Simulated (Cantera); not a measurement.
An isothermal, constant-pressure homogeneous reactor starts with CH₄ : CO₂ : H₂ = 1 : 0.95 : 1.4 (molar parts), at 1250 K and 20.0 bar. Integrator tolerance rtol = 1e-08.

Model: GRI-Mech 3.0 (53 species, 325 reactions), integrated in Cantera. The pressure lies above the range GRI-Mech 3.0 was tuned for (to about 10 atm).

### Question
What does this change do: temperature 1250 to 1575 K?

### Answer
```json
[
 {"quantity": "x(CH₄) at 8.00 s", "before": "0.297 (gas-phase equilibrium 0.0730)", "after": "0.105 (gas-phase equilibrium 0.0147)"},
 {"quantity": "x(CO₂) at 8.00 s", "before": "0.183 (gas-phase equilibrium 0.0175)", "after": "0.0186 (gas-phase equilibrium 0.000855)"},
 {"quantity": "x(H₂) at 8.00 s", "before": "0.318 (gas-phase equilibrium 0.537)", "after": "0.477 (gas-phase equilibrium 0.621)"},
 {"quantity": "x(H) at 8.00 s", "before": "6.06e-8 (gas-phase equilibrium 7.98e-8)", "after": "6.46e-6 (gas-phase equilibrium 7.37e-6)"},
 {"quantity": "x(C₂H) at 8.00 s", "before": "<1e-12 (gas-phase equilibrium <1e-12)", "after": "6.44e-11 (gas-phase equilibrium <1e-12)"},
 {"quantity": "x(CO) at 8.00 s", "before": "0.101 (gas-phase equilibrium 0.327)", "after": "0.313 (gas-phase equilibrium 0.360)"}
]
```
